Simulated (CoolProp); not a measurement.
Vapour-liquid equilibrium of R134a (1) + R236FA (2) at 246 K; x and y are mole fractions of (1).

Model: multi-fluid Helmholtz-energy mixture model, Tillner-Roth 1994 and Pan 2012; pair parameters Bell 2016, in CoolProp.

### Question
Give the bubble pressure and the first vapour's composition at x = 0.5, 0.725, 0.875. Is there an azeotrope?

### Answer
x = 0.5: 0.06276 MPa, y = 0.753; x = 0.725: 0.07774 MPa, y = 0.890; x = 0.875: 0.08790 MPa, y = 0.956. No azeotrope shows between x = 0.05 and 0.95.

Pair parameters are fitted to limited data, so mixtures are less certain than the pure fluids.
